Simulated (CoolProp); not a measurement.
Saturation properties of CHF3 (R23) (Tc = 299.3 K, pc = 4832 kPa, ω = 0.263).

Model: reference Helmholtz-energy equation of state, Penoncello 2003, in CoolProp.

| T (K) | p (kPa) | vapour density (kg/m³) | vapour viscosity (µPa s) |
|---|---|---|---|
| 150.1 | 4.346 | 0.2453 | 7.19 |
| 153.5 | 6.085 | 0.3363 | 7.39 |
| 156.8 | 8.299 | 0.4497 | 7.57 |
| 160.1 | 11.15 | 0.5929 | 7.76 |
| 163.4 | 14.78 | 0.7714 | 7.94 |
| 166.7 | 19.33 | 0.9914 | 8.13 |
| 170 | 24.98 | 1.260 | 8.31 |
| 173.3 | 31.91 | 1.583 | 8.49 |
| 176.6 | 40.34 | 1.970 | 8.67 |
| 179.9 | 50.49 | 2.430 | 8.86 |
| 183.2 | 62.59 | 2.970 | 9.04 |
| 186.5 | 76.92 | 3.602 | 9.22 |
| 189.8 | 93.76 | 4.335 | 9.40 |
| 193.1 | 113.4 | 5.182 | 9.58 |

It boils at 191.1 K under 1 atm.

Viscosity comes from a separate model (Shan 2000).
